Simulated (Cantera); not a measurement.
Charge: 1 mol CCl₄, 0.19 mol HCl, held at 0.00190 bar.

Equilibrium computed with Cantera from the NASA thermochemical tables; the gas is ideal and each condensed phase is pure. Candidate condensed phases: C, C₆H₆, C₇H₈, C₈H₁₈; 103 gas species. Ions and electrons are included (thermal ionisation). The numbers say what is thermodynamically allowed, not how fast it happens. All values below are at 4227 °C.

Base state: Cl 0.779, C 0.185, H 0.0353, C₂ 0.000225, e- 0.000125, C+ 0.000112, Cl+ 1.33e-5 (mole fractions); condensed: gas only.

Question: What changes in the equilibrium state with this change: HCl from 0.19 to 0.1 mol?

Answer: 
```
species    before     after
-------  --------  --------
Cl          0.779     0.789
C           0.185     0.192
H          0.0353    0.0192
C₂       0.000225  0.000240
C+       0.000112  0.000114
```

Question: What changes in the equilibrium state with this change: CCl₄ replaced by CH₃Cl?

Answer: 
| species | before | after |
|---|---|---|
| H | 0.0353 | 0.593 |
| Cl | 0.779 | 0.221 |
| C | 0.185 | 0.185 |
| H₂ | 1.98e-7 | 5.59e-5 |
| HCl | 6.79e-6 | 3.24e-5 |
| Cl+ | 1.33e-5 | 3.91e-6 |
